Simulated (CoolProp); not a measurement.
m-xylene at 293.15 K and 1.3 MPa flows at 0.58 m/s in a round tube of 1 mm bore and 0.25 µm roughness, fully developed (64/Re and Nu = 3.66 if laminar; Colebrook and Gnielinski if turbulent). Each further row changes one setting.

Values from CoolProp's reference Helmholtz-energy equation of state, Zhou 2012.

```json
[
 {"case": "as stated", "Reynolds number": "805", "Darcy friction factor": "…", "pressure drop (Pa/m)": "11600", "heat-transfer coefficient (W/(m² K))": "481", "mass flow (kg/h)": "…"},
 {"case": "velocity 1.16 m/s", "Reynolds number": "1610", "Darcy friction factor": "0.0398", "pressure drop (Pa/m)": "…", "heat-transfer coefficient (W/(m² K))": "481", "mass flow (kg/h)": "…"},
 {"case": "diameter 2 mm", "Reynolds number": "1610", "Darcy friction factor": "0.0398", "pressure drop (Pa/m)": "…", "heat-transfer coefficient (W/(m² K))": "…", "mass flow (kg/h)": "…"}
]
```

Q: What belongs in the gaps?

A: 
- as stated, Darcy friction factor: 0.0795
- as stated, mass flow (kg/h): 1.42
- velocity 1.16 m/s, pressure drop (Pa/m): 23100
- velocity 1.16 m/s, mass flow (kg/h): 2.84
- diameter 2 mm, pressure drop (Pa/m): 2890
- diameter 2 mm, heat-transfer coefficient (W/(m² K)): 241
- diameter 2 mm, mass flow (kg/h): 5.67

Viscosity comes from a separate model (Cao 2016). Thermal conductivity comes from a separate model (Mylona 2014).
